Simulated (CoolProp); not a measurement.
Vapour pressure (bar) of fluorine: the reference equation beside estimates from Tc = 144.4 K, pc = 52.40 bar, ω = 0.045.

Values from CoolProp's reference Helmholtz-energy equation of state, de Reuck 1990.

```tsv
T (K)	reference	Lee-Kesler	van der Waals	Redlich-Kwong	Soave-Redlich-Kwong	Peng-Robinson
70	0.1198	0.1242	1.176	0.07613	0.1211	0.1320
75.4	0.2874	0.2951	1.941	0.2114	0.2905	0.3091
80.9	0.6142	0.6273	3.027	0.5022	0.6210	0.6482
86.3	1.168	1.190	4.447	1.028	1.181	1.215
91.7	2.048	2.081	6.265	1.899	2.071	2.107
97.1	3.356	3.405	8.525	3.231	3.397	3.426
102.6	5.246	5.311	11.32	5.186	5.314	5.325
108	7.766	7.847	14.59	7.816	7.877	7.856
113.4	11.07	11.16	18.42	11.27	11.24	11.18
118.8	15.27	15.36	22.82	15.66	15.53	15.41
124.3	20.62	20.70	27.94	21.21	20.98	20.81
129.7	27.08	27.14	33.60	27.82	27.52	27.33
135.1	34.90	34.95	39.91	35.67	35.38	35.19
```

Absolute difference from the reference over all 13 rows, mean and median: Lee-Kesler 1.4 and 1.2 %, van der Waals 221.8 and 115.8 %, Redlich-Kwong 9.1 and 2.9 %, Soave-Redlich-Kwong 1.3 and 1.3 %, Peng-Robinson 3.0 and 1.5 %.
